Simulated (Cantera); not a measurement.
An isothermal, constant-pressure homogeneous reactor starts with CO : O2 : H2O : N2 = 0.0048 : 0.0022 : 0.0039 : 1 (molar parts), equivalence ratio 1.1, at 1373 K and 2.50 bar.

Computed with Cantera and GRI-Mech 3.0 (53 species, 325 reactions).

One state of this run: x CO = 0.000283; x O2 = 4.95e-8; x H2O = 0.00375; x NO2 = 2.42e-12; x HO2 = 1.18e-11; x O = 8.42e-10. x: mole fraction; the columns are a selection and need not sum to one.

Task: Which value of t (s) does it belong to?
A. 0.000100
B. 0.682
C. 0.0548
D. 8.50

Result: B, 0.682
